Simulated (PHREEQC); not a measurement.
0.27 g of hydrous ferric oxide (600 m²/g; 0.2 weak and 0.005 strong sites per Fe, Dzombak-Morel constants, diffuse double layer) in 1 kg of water with 0.05 mol/kgw of an inert sodium salt and 9.2e-06 mol CuSO4 and 1.4e-06 mol NaF, at 25 °C; the pH is set by adding NaOH or the inert anion's acid. O2 is buffered at 0.21 atm. CO2 from the air is kept out. Nothing may precipitate in this run.

Base run: PHREEQC, ion-association model, wateq4f.dat. Each further column changes one thing. The table gives F sorbed (%).

| pH | base | no electrostatic term (-no_edl) | background salt from 0.05 to 0.005 mol/kgw | oxide from 0.27 to 1.4 g/kgw | 0.0019 mol/kgw Ag2SO4 added |
|---|---|---|---|---|---|
| 3 | 79.5 | 0.6 | [?] | 95.4 | 6.0 |
| 4.12 | 84.5 | 1.1 | 96.0 | 96.7 | [?] |
| 4.88 | 75.6 | 1.2 | [?] | 94.4 | [?] |
| 6 | 43.0 | 1.3 | 59.9 | 80.2 | 10.4 |
| 7.12 | 10.6 | [?] | [?] | 37.4 | 5.5 |
| 7.88 | 2.6 | 1.6 | 3.2 | [?] | 1.3 |
| 9 | 0.3 | 0.9 | 0.3 | 1.4 | 0.1 |

Question: Fill in the missing entries.

Answer: 
- 3, background salt from 0.05 to 0.005 mol/kgw: 96.3
- 4.12, 0.0019 mol/kgw Ag2SO4 added: 11.1
- 4.88, background salt from 0.05 to 0.005 mol/kgw: 90.6
- 4.88, 0.0019 mol/kgw Ag2SO4 added: 11.6
- 7.12, no electrostatic term (-no_edl): 1.5
- 7.12, background salt from 0.05 to 0.005 mol/kgw: 14.4
- 7.88, oxide from 0.27 to 1.4 g/kgw: 11.9

The database's constant for dissolved Cu(OH)2 is higher than later reviews accept. The oxide is taken as insoluble; below pH 4 it would dissolve. In at least one series the solution becomes supersaturated in solids that the run did not let form, among them Ag2O.
